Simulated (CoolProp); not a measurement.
The numbers come from the reference Helmholtz-energy equation of state, Span 2000 in CoolProp.

Problem. Give the vapour pressure (MPa), liquid density (kg/m³), liquid cp (kJ/(kg K)) of saturated nitrogen at 75.5, 79.3, 83.2 K.

Solution. 
```tsv
T (K)	p (MPa)	liquid density (kg/m³)	liquid cp (kJ/(kg K))
75.5	0.0810	814	2.03
79.3	0.127	797	2.05
83.2	0.192	779	2.08
```
